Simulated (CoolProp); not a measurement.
Computed with CoolProp (reference Helmholtz-energy equation of state, Tillner-Roth 1997).

Q: For CH2F2 (R32), give the phase and the cv (kJ/(kg K)), isothermal compressibility (1/MPa), conductivity (mW/(m K)) at 127.75 °C and 21700 kPa.

A: 
- 127.75 °C and 21700 kPa: supercritical; cv 1.05, isothermal compressibility 0.0204, conductivity 88.7

Thermal conductivity comes from a separate model (Huber 2003), an estimate that may be off by 10 % or more.
